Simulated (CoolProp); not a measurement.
The fluid at 293.15 K and 1.51 MPa is compressed adiabatically to 6.07 MPa with isentropic efficiency 0.75. The same conditions are run with several fluids, on thermodynamics alone (safety and materials aside).

Computed with CoolProp (reference Helmholtz-energy equation of state of each fluid (CH3F (R41): Lemmon 2006; ethylene: Smukala 2000; hydrogen chloride: Thol 2018; carbon dioxide: Span 1996; dry air: Lemmon 2000)). Blends and air are pseudo-pure fits.

| fluid | work (kJ/kg) | final temperature (K) | final phase | final density (kg/m³) |
|---|---|---|---|---|
| CH3F (R41) | ___ | ___ | supercritical | 69.7 |
| ethylene | 164 | 406.8 | supercritical | 57.2 |
| hydrogen chloride | 137 | ___ | gas | 60.8 |
| carbon dioxide | 109 | 427.6 | gas | 82.0 |
| dry air | 193 | ___ | supercritical | 42.8 |

### Question
Fill in the missing entries.

### Answer

- CH3F (R41), work (kJ/kg): 131
- CH3F (R41), final temperature (K): 420.9
- hydrogen chloride, final temperature (K): 474.6
- dry air, final temperature (K): 483.3
